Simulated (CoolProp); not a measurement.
Vapour-liquid equilibrium of propylene (1) + R152A (2) at 0.0823 MPa; x and y are mole fractions of (1).

Values from CoolProp's multi-fluid Helmholtz-energy mixture model, Lemmon 2013 and Outcalt 1996; pair parameters Bell 2016.

Give the bubble temperature and the first vapour's composition at x = 0.35, 0.5, 0.65. Is there an azeotrope?

x = 0.35: -47.8 °C, y = 0.715; x = 0.5: -49.8 °C, y = 0.772; x = 0.65: -50.9 °C, y = 0.813. No azeotrope shows between x = 0.05 and 0.95.

Pair parameters are fitted to limited data, so mixtures are less certain than the pure fluids.
